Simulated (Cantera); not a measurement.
A closed system holds: 1 mol MgO, 1.2 mol C, 15 mol H2, held at 1252 °C and 9.20 mbar.

Equilibrium computed with Cantera from the NASA thermochemical tables; the gas is ideal and each condensed phase is pure. Candidate condensed phases: C, C6H6, C7H8, C8H18, H2O, Mg, MgCO3, MgO, Mg(OH)2; 116 gas species. The tables' values for MgH are old estimates; treat these amounts as uncertain. Kinetics and transport are ignored.

### Question
What is the equilibrium state?

### Answer
```json
{
  "x(H2)": "0.882",
  "x(CO)": "0.0588",
  "x(Mg)": "0.0588",
  "x(H)": "0.000232",
  "x(MgH)": "5.62e-5",
  "x(CH4)": "1.63e-5",
  "x(C2H2 (acetylene))": "1.07e-5",
  "n(C(graphite))": "0.199 mol",
  "gas_amount": "17.00 mol",
  "log10 activity of Mg(l) (absent)": "-3.78"
}
```
